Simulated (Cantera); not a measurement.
## Ignition delay

Mixture: 10.6 % CH₄, 21.3 % O₂, 68.1 % N₂, equivalence ratio 1.0, at 9.87 atm, adiabatic and at constant volume. Ignition delay is the time to a rise of 400 K.

Cantera simulation using GRI-Mech 3.0 (53 species, 325 reactions); the numbers are that mechanism's predictions, not measurements.

| T0 (K) | delay (ms) |
|---|---|
| 1223 | 2.96 |
| 1323 | 0.926 |
| 1423 | 0.321 |
| 1523 | 0.122 |
| 1623 | 0.0503 |
| 1723 | 0.0228 |
| 1823 | 0.0113 |
| 1923 | 0.00607 |

| Item | Result |
|---|---|
| apparent activation energy between 1723 and 1923 K | 180 kJ/mol |
